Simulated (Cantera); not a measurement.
An isothermal, constant-pressure homogeneous reactor starts with CO : O₂ : H₂O : N₂ = 0.0037 : 0.037 : 0.00011 : 1 (molar parts), equivalence ratio 0.050, at 1348 K and 0.109 atm.

Model: GRI-Mech 3.0 (53 species, 325 reactions), integrated in Cantera.

### Question
Predict: x(CO) at 9.00 s; x(O₂) at 9.00 s; x(H₂O) at 9.00 s; x(NO) at 9.00 s; x(N₂O) at 9.00 s.

### Answer
| Quantity | Result |
|---|---|
| x(CO) at 9.00 s | 2.77e-7 (gas-phase equilibrium 2.27e-8) |
| x(O₂) at 9.00 s | 0.0338 (gas-phase equilibrium 0.0337) |
| x(H₂O) at 9.00 s | 0.000105 (gas-phase equilibrium 0.000106) |
| x(NO) at 9.00 s | 1.89e-6 (gas-phase equilibrium 0.000238) |
| x(N₂O) at 9.00 s | 6.51e-8 (gas-phase equilibrium 5.66e-9) |
